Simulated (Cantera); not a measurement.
A closed system holds: 1 mol CuO, 1.2 mol C, 13 mol N2, held at 1998 K and 0.0940 bar.

Cantera equilibrium calculation (NASA polynomials, part measured and part estimated; ideal gas, pure solids and liquids). Candidate condensed phases: C, Cu, CuO, Cu2O; 27 gas species. Equilibrium is a limit: real reactors are often held back by kinetics, nucleation or transport.

Base state: N2 0.887, CO 0.0682, Cu 0.0450, Cu2 0.000185 (mole fractions); condensed: C(graphite) + Cu(l).

### Question
What changes in the equilibrium state with this change: CuO replaced by SiO2?

### Answer
```tsv
species	before	after
N2	0.887	0.866
CO	0.0682	0.0735
SiO	0	0.0598
Cu	0.0450	0
Si	0	0.000231
Cu2	0.000185	0
SiN	0	1.72e-5
Si2N	0	1.16e-5
C(graphite), mol	0.200	0
Cu(l), mol	0.335	0
SiC(s), mol	0	0.0978
```
The tables' values for SiN are old estimates; treat these amounts as uncertain. Further candidate phases: Si, SiC, SiO2, Si2N2O, Si3N4.
